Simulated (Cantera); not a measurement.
# Hydrogen reduction and annealing atmospheres: Fe2O3 + H2 + N2

Charge: 1 mol Fe2O3, a varied amount of H2, 5.1 mol N2, at 1125 °C and 13.3 mbar.

Method: chemical equilibrium by Gibbs-energy minimisation in Cantera with the NASA 1993 tables (ideal gas, pure condensed phases). Candidate condensed phases: Fe, FeO, Fe(OH)2, Fe(OH)3, Fe2O3, Fe3O4, H2O; 27 gas species. Mutual solubility and eutectic melting of coexisting phases are not modelled. The tables' stoichiometric FeO is somewhat more stable than real wüstite, so its field is too wide. FeO: taken at fixed stoichiometry. Equilibrium is a limit: real reactors are often held back by kinetics, nucleation or transport.

From 4.9 mol H2 to 11 mol H2 the condensed part is Fe(γ) + FeO(s). From 16 mol H2 to 54 mol H2 the condensed part is Fe(γ). The main Fe-bearing gas is Fe throughout.

| n(H2) (mol) | log p H2 | log p N2 | log p H2O | log p H | log p Fe | n Fe(γ) | n FeO(s) |
|---|---|---|---|---|---|---|---|
| 4.9 | -2.32 | -2.17 | -2.75 | -6.49 | -7.83 | 0.334 | 1.67 |
| 7.3 | -2.24 | -2.26 | -2.67 | -6.45 | -7.83 | 0.988 | 1.01 |
| 11 | -2.18 | -2.37 | -2.61 | -6.41 | -7.83 | 2.00 | 0.00429 |
| 16 | -2.09 | -2.49 | -2.72 | -6.37 | -7.83 | 2.00 | 0 |
| 24 | -2.02 | -2.63 | -2.86 | -6.33 | -7.83 | 2.00 | 0 |
| 36 | -1.97 | -2.78 | -3.01 | -6.31 | -7.83 | 2.00 | 0 |
| 54 | -1.94 | -2.94 | -3.17 | -6.29 | -7.83 | 2.00 | 0 |
log p: log10 of the partial pressure in bar; n: condensed amount in mol.
